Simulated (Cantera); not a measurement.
An isothermal, constant-pressure homogeneous reactor starts with H2 : O2 : N2 = 0.0091 : 1 : 0.21 (molar parts), equivalence ratio 0.0046, at 1148 K and 0.00310 bar. Integrator tolerance rtol = 1e-08.

Computed with Cantera and the H2/O2 subset of GRI-Mech 3.0, which has no nitrogen chemistry. Radical loss at walls, strong at low pressure, is not modelled.

What does this change do: pressure from 0.00310 bar to 0.00790 bar?


```json
[
 {"quantity": "x(H2) at 1.00 s", "before": "2.29e-5 (gas-phase equilibrium 6.14e-10)", "after": "7.60e-6 (gas-phase equilibrium 3.85e-10)"},
 {"quantity": "x(O2) at 1.00 s", "before": "0.815 (gas-phase equilibrium 0.820)", "after": "0.818 (gas-phase equilibrium 0.820)"},
 {"quantity": "x(H) at 1.00 s", "before": "0.000235 (gas-phase equilibrium 3.21e-11)", "after": "4.22e-5 (gas-phase equilibrium 1.59e-11)"},
 {"quantity": "x(H2O) at 1.00 s", "before": "0.00711 (gas-phase equilibrium 0.00749)", "after": "0.00733 (gas-phase equilibrium 0.00749)"},
 {"quantity": "x(HO2) at 1.00 s", "before": "1.84e-7 (gas-phase equilibrium 1.31e-9)", "after": "2.72e-7 (gas-phase equilibrium 1.66e-9)"},
 {"quantity": "x(O) at 1.00 s", "before": "0.00497 (gas-phase equilibrium 1.30e-7)", "after": "0.00157 (gas-phase equilibrium 8.14e-8)"}
]
```
